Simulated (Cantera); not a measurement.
A closed system holds: 1 mol Fe(CO)5, 0.062 mol CO, 3.7 mol N2, equilibrated at 0.100 bar.

Cantera equilibrium calculation (NASA polynomials, part measured and part estimated; ideal gas, pure solids and liquids). Candidate condensed phases: C, Fe, Fe(CO)5, FeO, Fe2O3, Fe3O4; 27 gas species. Rates play no part.

### Question
At 1127 °C, list the 3 most abundant gas species with their mole fractions, and the condensed phases.

### Answer
CO 0.578, N2 0.422, CO2 5.72e-5. Condensed: Fe(γ).
